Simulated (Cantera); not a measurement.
Cantera run:

```python
import numpy as np
import cantera as ct

gas_names = [...]  # 113 gases of nasa_gas.yaml made of C, F, H, Si
cond_names = """
    C(gr) C6H6(L) C7H8(L) C8H18(L),n-octa Si(cr) Si(L) SiC(b)
""".split()


# ... load() reads the species with a 1 bar reference pressure and builds the phases ...
atoms = {
    'C2F6': {'C': 2, 'F': 6},
    'Si': {'Si': 1},
    'H2': {'H': 2},
}
top_T = {'C(gr)': 4500, 'SiC(b)': 3050}  # K; cautious upper limits of use, not melting points


# ... equilibrate(T, P, feed) seeds the gas with the atoms and calls Mixture.equilibrate('TP', solver="vcs", rtol=1e-11, max_steps=5000) ...
results = []
feed = {'C2F6': 1, 'Si': 0.76, 'H2': 0.17}  # mol
T = 1450  # K
for P in [1, 5.2, 27, 140, 720, 3700, 19000, 100000]:
    mix = equilibrate(T, P, feed)
    results.append((T, P, feed, dict(zip(mix.species_names, mix.species_moles))))

top = {s: max(r[3][s] / sum(r[3][g] for g in gas_names) for r in results) for s in gas_names}
cols = sorted((s for s in top if top[s] > 1e-06), key=lambda s: -top[s])[:6]
seen = [c for c in cond_names if any(r[3].get(c, 0) > 1e-12 for r in results)]
print("log10 of partial pressures in bar; condensed amounts in mol")
print(f"{'P/Pa':>10s}" + "".join(f"{s[:9]:>10s}" for s in cols + seen))
for T, P, feed, n in results:
    ng = sum(n[g] for g in gas_names)
    print(f"{P:10.4g}" + "".join(f"{np.log10(max(n[s] / ng * P / 1e5, 1e-99)):10.3f}" for s in cols)
          + "".join(f"{n.get(c, 0):10.4g}" for c in seen))
```

It prints:

```
log10 of partial pressures in bar; condensed amounts in mol
      P/Pa      SiF4       CF4        HF       CF2         F       CF3     C(gr)
         1    -5.365    -5.433    -5.715    -7.422    -7.443    -8.851     1.343
       5.2    -4.648    -4.714    -4.998    -7.062    -7.264    -8.312     1.344
        27    -3.932    -3.998    -4.282    -6.704    -7.084    -7.774     1.344
       140    -3.217    -3.282    -3.567    -6.346    -6.906    -7.238     1.345
       720    -2.506    -2.571    -2.856    -5.990    -6.728    -6.704     1.345
      3700    -1.795    -1.860    -2.145    -5.635    -6.550    -6.171     1.345
   1.9e+04    -1.085    -1.149    -1.434    -5.280    -6.372    -5.638     1.345
     1e+05    -0.363    -0.428    -0.713    -4.919    -6.192    -5.097     1.345
```

Equilibrium computed with Cantera from the NASA thermochemical tables; the gas is ideal and each condensed phase is pure. The feed counts by its element totals alone. Gases not in the tables: C2F6 and larger saturated fluorocarbons.
